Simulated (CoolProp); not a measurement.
Vapour-liquid equilibrium of R22 (1) + cyclohexane (2) at 330.4 K; x and y are mole fractions of (1).

The numbers come from the multi-fluid Helmholtz-energy mixture model, Kamei 1995 and Zhou 2014; pair parameters Bell 2016 in CoolProp.

```json
[
 {"x": "0.05", "bubble pressure (bar)": "2.566", "y at the bubble point": "0.812", "dew pressure at overall composition x (bar)": "0.4969", "liquid density (mol/L)": "…"},
 {"x": "0.2", "bubble pressure (bar)": "7.650", "y at the bubble point": "…", "dew pressure at overall composition x (bar)": "0.5912", "liquid density (mol/L)": "9.482"},
 {"x": "0.35", "bubble pressure (bar)": "11.18", "y at the bubble point": "0.956", "dew pressure at overall composition x (bar)": "0.7291", "liquid density (mol/L)": "…"},
 {"x": "0.5", "bubble pressure (bar)": "13.69", "y at the bubble point": "0.965", "dew pressure at overall composition x (bar)": "0.9501", "liquid density (mol/L)": "10.54"},
 {"x": "0.65", "bubble pressure (bar)": "…", "y at the bubble point": "0.972", "dew pressure at overall composition x (bar)": "1.362", "liquid density (mol/L)": "11.08"},
 {"x": "0.8", "bubble pressure (bar)": "18.16", "y at the bubble point": "0.980", "dew pressure at overall composition x (bar)": "…", "liquid density (mol/L)": "…"},
 {"x": "0.95", "bubble pressure (bar)": "…", "y at the bubble point": "…", "dew pressure at overall composition x (bar)": "9.912", "liquid density (mol/L)": "12.00"}
]
```

Problem. Some entries are withheld; supply them.

Solution. 
- 0.05, liquid density (mol/L): 8.986
- 0.2, y at the bubble point: 0.935
- 0.35, liquid density (mol/L): 10.00
- 0.65, bubble pressure (bar): 15.81
- 0.8, dew pressure at overall composition x (bar): 2.403
- 0.8, liquid density (mol/L): 11.59
- 0.95, bubble pressure (bar): 21.42
- 0.95, y at the bubble point: 0.993

No azeotrope shows between x = 0.05 and 0.95.

Pair parameters are fitted to limited data, so mixtures are less certain than the pure fluids. The gap from Raoult's law changes sign with composition, which may be real or a fault of the pair parameters; it wasn't checked against measurements. With so large a gap from Raoult's law the liquid may split in two, which this calculation doesn't test in full.
